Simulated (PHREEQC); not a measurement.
**Copper plating or etch bath: an equilibrium model**

A solution holds 0.0044 mol/kgw CuCl2, 0.0015 mol/kgw HCl and 0.002 mol/kgw Na2SO4, at 55 °C. Closed to the air; pH follows from the charge balance.

Model: ion-association model, phreeqc.dat, run in PHREEQC.

Each row changes one thing in this solution. Precipitation was switched off in this run.

```
case                                             pH  ionic strength (mol/kgw)  CuCl+ (mol/kgw)  CuCl2 (mol/kgw)  CuOH+ (mol/kgw)  Cu2(OH)2+2 (mol/kgw)  SI of Halite (NaCl)
---------------------------------------------  ----  ------------------------  ---------------  ---------------  ---------------  --------------------  -------------------
as made                                        2.94                    0.0181         0.000227          1.24e-6          2.22e-8               4.27e-9                -6.11
HCl from 0.0015 to 0.00165 mol/kgw             2.90                    0.0182         0.000230          1.27e-6          2.01e-8               3.52e-9                -6.11
Na2SO4 replaced by NaNO3 at the same molality  2.87                    0.0162         0.000257          1.41e-6          2.14e-8               3.92e-9                  [?]
temperature from 55 to 15 °C                   2.90                    0.0188          3.99e-5          1.50e-7          2.20e-8              9.82e-11                  [?]
CuCl2 from 0.0044 to 0.00484 mol/kgw           2.94                    0.0192         0.000268          1.56e-6          2.42e-8               5.10e-9                  [?]
```

Q: Fill in the missing entries.

A: 
- Na2SO4 replaced by NaNO3 at the same molality, SI of Halite (NaCl): -6.41
- temperature from 55 to 15 °C, SI of Halite (NaCl): -6.07
- CuCl2 from 0.0044 to 0.00484 mol/kgw, SI of Halite (NaCl): -6.08

Constants without temperature data keep their 25 °C values here.
